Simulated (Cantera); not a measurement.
# Hydrocarbon pyrolysis for carbon deposition

An isothermal, constant-pressure homogeneous reactor starts with 1.19 % CH₄, 96.3 % H₂, 2.50 % H₂O, at 1600 K and 64000 Pa.

Model: GRI-Mech 3.0 (53 species, 325 reactions), integrated in Cantera.

```json
[
 {"t (s)": "0.000200", "x CH₄": "0.0119", "x H₂": "0.963", "x C₂H₆": "2.35e-9", "x H": "8.54e-6", "x CH₂": "1.77e-11", "x CH₃": "2.16e-6"},
 {"t (s)": "0.000412", "x CH₄": "0.0119", "x H₂": "0.963", "x C₂H₆": "1.63e-8", "x H": "1.73e-5", "x CH₂": "7.26e-11", "x CH₃": "4.35e-6"},
 {"t (s)": "0.000850", "x CH₄": "0.0119", "x H₂": "0.963", "x C₂H₆": "8.49e-8", "x H": "3.32e-5", "x CH₂": "2.66e-10", "x CH₃": "8.32e-6"},
 {"t (s)": "0.00175", "x CH₄": "0.0119", "x H₂": "0.963", "x C₂H₆": "2.46e-7", "x H": "5.37e-5", "x CH₂": "6.95e-10", "x CH₃": "1.34e-5"},
 {"t (s)": "0.00361", "x CH₄": "0.0119", "x H₂": "0.963", "x C₂H₆": "3.55e-7", "x H": "6.47e-5", "x CH₂": "1.01e-9", "x CH₃": "1.62e-5"},
 {"t (s)": "0.00744", "x CH₄": "0.0119", "x H₂": "0.963", "x C₂H₆": "3.69e-7", "x H": "6.58e-5", "x CH₂": "1.04e-9", "x CH₃": "1.64e-5"},
 {"t (s)": "0.0153", "x CH₄": "0.0118", "x H₂": "0.963", "x C₂H₆": "3.69e-7", "x H": "6.58e-5", "x CH₂": "1.04e-9", "x CH₃": "1.64e-5"},
 {"t (s)": "0.0316", "x CH₄": "0.0118", "x H₂": "0.963", "x C₂H₆": "3.68e-7", "x H": "6.58e-5", "x CH₂": "1.04e-9", "x CH₃": "1.63e-5"},
 {"t (s)": "0.0652", "x CH₄": "0.0117", "x H₂": "0.963", "x C₂H₆": "3.66e-7", "x H": "6.59e-5", "x CH₂": "1.03e-9", "x CH₃": "1.62e-5"},
 {"t (s)": "0.134", "x CH₄": "0.0115", "x H₂": "0.963", "x C₂H₆": "3.61e-7", "x H": "6.59e-5", "x CH₂": "1.01e-9", "x CH₃": "1.59e-5"},
 {"t (s)": "0.277", "x CH₄": "0.0111", "x H₂": "0.964", "x C₂H₆": "3.54e-7", "x H": "6.61e-5", "x CH₂": "9.86e-10", "x CH₃": "1.54e-5"},
 {"t (s)": "0.571", "x CH₄": "0.0104", "x H₂": "0.964", "x C₂H₆": "3.43e-7", "x H": "6.63e-5", "x CH₂": "9.38e-10", "x CH₃": "1.45e-5"},
 {"t (s)": "1.18", "x CH₄": "0.00948", "x H₂": "0.964", "x C₂H₆": "3.30e-7", "x H": "6.66e-5", "x CH₂": "8.70e-10", "x CH₃": "1.33e-5"},
 {"t (s)": "2.43", "x CH₄": "0.00854", "x H₂": "0.965", "x C₂H₆": "3.19e-7", "x H": "6.70e-5", "x CH₂": "8.00e-10", "x CH₃": "1.20e-5"},
 {"t (s)": "5.00", "x CH₄": "0.00798", "x H₂": "0.965", "x C₂H₆": "3.09e-7", "x H": "6.72e-5", "x CH₂": "7.56e-10", "x CH₃": "1.13e-5"}
]
```
x: mole fraction; the columns are a selection and need not sum to one.

Equilibrium at this temperature and pressure: CH₄ 4.82e-7, H₂ 0.976, C₂H₆ <1e-12, H 6.76e-5, CH₂ <1e-12, CH₃ 6.79e-10 (gas phase only).
